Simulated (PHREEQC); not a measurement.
Solution (25 °C): 1.2 mmol/kgw KOH, 0.69 mmol/kgw Fe(NO3)3 and 0.07 mmol/kgw CO2. Closed to the air; pH follows from the charge balance.

The numbers come from PHREEQC with the ion-association model, phreeqc.dat.

The ionic strength comes out as 0.00220 mol/kgw. What activity coefficients do Fe(OH)2+, NO3-, FeOH+2, H+, Fe+3 get?

Fe(OH)2+ 0.95, NO3- 0.95, FeOH+2 0.81, H+ 0.95, Fe+3 0.65.

No solid was allowed to form. Saturation is exceeded, for instance for Fe(OH)3(a), Hematite (slow to form); the values hold only as long as no solid forms.
